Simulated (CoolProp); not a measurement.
Properties of tetrahydrofuran along the isotherm 489.5 K.

The numbers come from the reference Helmholtz-energy equation of state, Fiedler 2023 in CoolProp.

```csv
p (bar),phase,Z,speed of sound (m/s),Joule-Thomson coefficient (K/MPa),expansivity (1/kK),fugacity coefficient
9.47,gas,0.9101,225.8,9.998,2.755,0.9174
18.9,gas,0.7999,200.3,12.27,4.182,0.8348
28.4,liquid,0.08170,428.7,0.5570,4.027,0.7117
37.9,liquid,0.1077,452.3,0.4540,3.640,0.5480
47.4,liquid,0.1334,473.6,0.3737,3.346,0.4501
56.8,liquid,0.1583,492.9,0.3094,3.115,0.3856
66.3,liquid,0.1833,511.0,0.2556,2.925,0.3392
75.8,liquid,0.2079,527.9,0.2101,2.766,0.3045
85.2,liquid,0.2321,543.6,0.1714,2.631,0.2780
94.7,liquid,0.2563,558.7,0.1374,2.514,0.2566
104,liquid,0.2797,572.7,0.1081,2.413,0.2396
114,liquid,0.3047,587.1,0.08017,2.317,0.2245
123,liquid,0.3271,599.5,0.05770,2.240,0.2132
133,liquid,0.3517,612.7,0.03521,2.163,0.2024
```
